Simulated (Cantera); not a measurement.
**Equilibrium for silicon nitride deposition: Si2Cl6 + N2 + H2 + NH3**

Feed: 1 mol Si2Cl6, 5.4 mol N2, 28 mol H2, 1.7 mol NH3.

Equilibrium computed with Cantera from the NASA thermochemical tables; the gas is ideal and each condensed phase is pure. Candidate condensed phases: NH4Cl, Si, Si3N4; 28 gas species. The feed counts by its element totals alone. The tables' values for SiCl3 are old estimates. Rates play no part.

Stable condensed phases:

```
T in K \ P in Pa
              5     13     36     98    260    710   1900   5100  14000  37000 100000
   1648       A      A      A      A      A      B      B      B      B      B      B
   1548       A      A      A      B      B      B      B      B      B      B      B
   1448       A      B      B      B      B      B      B      B      B      B      B
   1348       B      B      B      B      B      B      B      B      B      B      B
   1248       B      B      B      B      B      B      B      B      B      B      B
   1148       B      B      B      B      B      B      B      B      B      B      B
   1048       B      B      B      B      B      B      B      B      B      B      B
    948       B      B      B      B      B      B      B      B      B      B      B
    848       B      B      B      B      B      B      B      B      B      B      B
    748       B      B      B      B      B      B      B      B      B      B      B
```

A: Si; B: Si3N4.
